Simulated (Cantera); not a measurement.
Input: 1 mol Cu2O, 7.3 mol C, 0.23 mol H2, held at 13.3 mbar.

These are equilibrium values from Cantera (NASA tables, ideal gas, pure condensed phases), not measurements of a reactor. Candidate condensed phases: C, C6H6, C7H8, C8H18, Cu, CuO, Cu(OH)2, Cu2O, H2O; 113 gas species. Kinetics and transport are ignored.

What share of the Cu ends up in condensed phases as a function of T (°C), at 1200, 1275, 1350, 1425, 1500, 1575, 1650, 1725?


```tsv
T (°C)	Cu condensed (%)	as
1200	100.0	Cu(l)
1275	99.9	Cu(l)
1350	99.7	Cu(l)
1425	99.3	Cu(l)
1500	98.1	Cu(l)
1575	95.4	Cu(l)
1650	88.8	Cu(l)
1725	71.1	Cu(l)
```
